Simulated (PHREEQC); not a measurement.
A solution holds 0.063 mol NaHCO3, 0.00016 mol Na2CO3 and 0.00019 mol NaCl per kg of water, at 25 °C. Closed to the air; pH follows from the charge balance.

Computed with PHREEQC (ion-association model, phreeqc.dat).

Precipitation was switched off in this run.

Question: What pH, specific conductance, ionic strength does the model give?

Answer: pH 8.11; specific conductance 5020 µS/cm; ionic strength 0.0625 mol/kgw.

Question: In which forms is C present?

Answer: HCO3- 95 %, NaHCO3 2.2 %, CO2 1.3 %, CO3-2 1.1 %, NaCO3- 0.5 % of the C.
